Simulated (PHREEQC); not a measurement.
0.35 g of hydrous ferric oxide (600 m²/g; 0.2 weak and 0.005 strong sites per Fe, Dzombak-Morel constants, diffuse double layer) in 1 kg of water with 0.001 mol/kgw of an inert sodium salt and 0.81 mmol/kgw H3BO3, 0.038 mmol/kgw Na2SO4 and 0.0036 mmol/kgw CuCl2, at 25 °C; the pH is set by adding NaOH or the inert anion's acid. Oxygen alone is held at its pressure in air (log pO2 = -0.68). CO2 from the air is kept out. Nothing may precipitate in this run.

Equilibrium calculation in PHREEQC: ion-association model, wateq4f.dat.

```tsv
pH	B sorbed (%)	S sorbed (%)	Cu sorbed (%)	surface charge σ (C/m²)	surface potential ψ (mV)
4	0.2	100.0	3.2	0.110	203
4.5	0.2	100.0	20.1	0.071	183
5	0.2	99.9	65.8	0.045	161
5.5	0.2	99.3	94.0	0.028	136
6	0.2	94.8	99.3	0.016	111
6.5	0.2	72.0	99.9	0.010	85
7	0.2	28.9	100.0	0.006	61
7.5	0.2	5.0	100.0	0.003	35
8	0.2	0.6	100.0	0.001	7
8.5	0.2	0.1	100.0	-0.002	-22
9	0.2	0.0	100.0	-0.005	-51
9.5	0.1	0.0	100.0	-0.011	-79
10	0.0	0.0	100.0	-0.020	-105
```

The database's constant for dissolved Cu(OH)2 is higher than later reviews accept.
